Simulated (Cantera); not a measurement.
Input: 1 mol Si, 0.82 mol HCl, 6.6 mol H₂, held at 823 K and 1.90 bar.

Method: chemical equilibrium by Gibbs-energy minimisation in Cantera with the NASA 1993 tables (ideal gas, pure condensed phases). Candidate condensed phases: Si; 19 gas species. The tables' values for SiCl₃ are old estimates; treat these amounts as uncertain. The numbers say what is thermodynamically allowed, not how fast it happens.

Base state: H₂ 0.966, SiHCl₃ 0.0170, SiCl₄ 0.0147, SiH₂Cl₂ 0.00167, HCl 0.00100, SiH₃Cl 3.81e-5, SiCl₃ 1.37e-5 (mole fractions); condensed: Si(s).

Q: What changes in the equilibrium state with this change: temperature from 823 K to 1498.15 K?

A: 
```
species      before     after
----------  -------  --------
H₂            0.966     0.919
HCl         0.00100    0.0600
SiCl₂       1.15e-6    0.0125
SiHCl₃       0.0170   0.00298
SiCl₄        0.0147   0.00189
H             <1e-9   1.20e-5
SiCl₃       1.37e-5   0.00273
SiH₂Cl₂     0.00167  0.000747
SiH₃Cl      3.81e-5   5.49e-5
Si(s), mol    0.760     0.846
```
